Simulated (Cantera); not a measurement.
# Thermodynamics of boron, boron nitride and boron oxide, feed B₂O₃ + O₂ + H₂

Charge: 1 mol B₂O₃, 2.2 mol O₂, 14 mol H₂, held at 20.0 mbar.

These are equilibrium values from Cantera (NASA tables, ideal gas, pure condensed phases), not measurements of a reactor. Candidate condensed phases: B, B₂O₃, B₃O₃H₃, H₂O; 23 gas species. Gases not in the tables: H₃BO₃. Rates play no part.

From 777 °C to 1277 °C the condensed part is B₂O₃(l). From 1377 °C to 1977 °C nothing is condensed.

| T (°C) | x H₂ | x H₂O | x HBO₂ | x H | x B₂O₃ | x HBO | x BO | x OH | n B₂O₃(l) |
|---|---|---|---|---|---|---|---|---|---|
| 777 | 0.686 | 0.313 | 0.000281 | 4.75e-8 | 1.63e-9 | 6.08e-9 | <1e-12 | 6.93e-11 | 0.987 |
| 877 | 0.685 | 0.313 | 0.00156 | 4.37e-7 | 8.32e-8 | 1.09e-7 | 3.37e-12 | 1.21e-9 | 0.982 |
| 977 | 0.684 | 0.310 | 0.00647 | 2.83e-6 | 2.20e-6 | 1.21e-6 | 1.98e-10 | 1.32e-8 | 0.949 |
| 1077 | 0.678 | 0.300 | 0.0212 | 1.39e-5 | 3.52e-5 | 9.30e-6 | 6.29e-9 | 9.97e-8 | 0.846 |
| 1177 | 0.666 | 0.277 | 0.0570 | 5.46e-5 | 0.000376 | 5.43e-5 | 1.25e-7 | 5.43e-7 | 0.581 |
| 1277 | 0.640 | 0.230 | 0.126 | 0.000178 | 0.00291 | 0.000258 | 1.75e-6 | 2.16e-6 | 0.00673 |
| 1377 | 0.639 | 0.231 | 0.125 | 0.000514 | 0.00367 | 0.000442 | 7.56e-6 | 8.38e-6 | 0 |
| 1477 | 0.638 | 0.232 | 0.124 | 0.00131 | 0.00440 | 0.000702 | 2.72e-5 | 2.80e-5 | 0 |
| 1577 | 0.636 | 0.233 | 0.122 | 0.00304 | 0.00515 | 0.00105 | 8.49e-5 | 8.20e-5 | 0 |
| 1677 | 0.633 | 0.233 | 0.119 | 0.00645 | 0.00587 | 0.00150 | 0.000233 | 0.000216 | 0 |
| 1777 | 0.627 | 0.234 | 0.116 | 0.0127 | 0.00653 | 0.00205 | 0.000576 | 0.000517 | 0 |
| 1877 | 0.617 | 0.234 | 0.113 | 0.0234 | 0.00709 | 0.00269 | 0.00129 | 0.00114 | 0 |
| 1977 | 0.602 | 0.232 | 0.108 | 0.0407 | 0.00745 | 0.00336 | 0.00265 | 0.00236 | 0 |
x: gas mole fraction; n: condensed amount in mol.
